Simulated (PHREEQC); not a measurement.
0.28 g of hydrous ferric oxide (600 m²/g; 0.2 weak and 0.005 strong sites per Fe, Dzombak-Morel constants, diffuse double layer) in 1 kg of water with 0.01 mol/kgw of an inert sodium salt and 1.7e-06 mol Na2HAsO4 and 1e-05 mol CuSO4, at 25 °C; the pH is set by adding NaOH or the inert anion's acid. O2 is buffered at 0.21 atm. No CO2 enters from the air. Nothing may precipitate in this run.

Base run: PHREEQC, ion-association model, wateq4f.dat. Each further column changes one thing. The table gives S sorbed (%).

```
pH   base  no electrostatic term (-no_edl)  background salt from 0.01 to 0.001 mol/kgw  oxide from 0.28 to 1.4 g/kgw  0.00064 mol/kgw NaH2PO4 added
--  -----  -------------------------------  ------------------------------------------  ----------------------------  -----------------------------
3   100.0                              0.1                                       100.0                         100.0                              ?
4   100.0                              0.1                                       100.0                         100.0                            0.4
5    99.6                              0.1                                        99.9                          99.9                            0.1
6    90.4                              0.1                                        96.1                          98.2                            0.0
7    18.9                              0.2                                        28.3                             ?                            0.0
8     0.4                              0.2                                         0.5                             ?                            0.0
9     0.0                              0.1                                         0.0                           0.0                            0.0
```

Problem. Complete the blanks.

Solution. 
- 3, 0.00064 mol/kgw NaH2PO4 added: 1.5
- 7, oxide from 0.28 to 1.4 g/kgw: 53.3
- 8, oxide from 0.28 to 1.4 g/kgw: 1.7

The database has no arsenate complexes of Cu. The database's constant for dissolved Cu(OH)2 is higher than later reviews accept. The oxide is taken as insoluble; below pH 4 it would dissolve. H3PO4, which wateq4f.dat lacks, is added to it with the constant of phreeqc.dat. The database has no phosphate complexes of Cu.
